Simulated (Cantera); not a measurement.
An adiabatic, constant-volume homogeneous reactor starts with 5.42 % CH₄, 0.488 % H₂, 18.8 % O₂, 70.5 % N₂, 4.82 % H₂O, at 1375 K and 1.00 bar.

Detailed kinetics in Cantera: GRI-Mech 3.0 (53 species, 325 reactions).

One state of this run: T (K) = 2564; P (bar) = 1.88; x CH₄ = <1e-12; x H₂ = 0.00333; x O₂ = 0.0696; x CH₃ = <1e-12; x H₂O₂ = 4.34e-7; x H = 0.00140; x CH₂ = <1e-12. x: mole fraction; the columns are a selection and need not sum to one.

Problem. Which value of t (s) does it belong to?
A. 0.0514
B. 3.89e-5
C. 0.000109
D. 5.00e-6

Solution. A, 0.0514
